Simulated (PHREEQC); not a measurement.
Dissolve 0.07 mol H3PO4, 0.12 mol NaF and 0.0023 mol NaCl per kg of water at 25 °C. Closed to the air; pH follows from the charge balance.

Equilibrium calculation in PHREEQC: ion-association model, wateq4f.dat.

```
quantity                   before    after
------------------------  -------  -------
pH                           3.06     7.66
ionic strength (mol/kgw)    0.121    0.292
H2PO4- (mol/kgw)           0.0639  0.00710
H3PO4 (mol/kgw)           0.00611  1.54e-8
HPO4-2 (mol/kgw)          1.01e-5   0.0561
NaHPO4- (mol/kgw)         8.34e-7  0.00674
```

**Question.** Name the change that produced these shifts.
A. NaCl from 0.0023 to 0.00253 mol/kgw
B. 0.01 mol/kgw CsBr added
C. NaF replaced by Na2S at the same molality
D. NaF from 0.12 to 0.108 mol/kgw
E. diluted 5-fold with water

**Answer.** C, NaF replaced by Na2S at the same molality

No solid was allowed to form. wateq4f.dat counts part of the HF as a dimer, H2F2, which phreeqc.dat doesn't know; its constant is uncertain. H3PO4, which wateq4f.dat lacks, is added to it with the constant of phreeqc.dat.
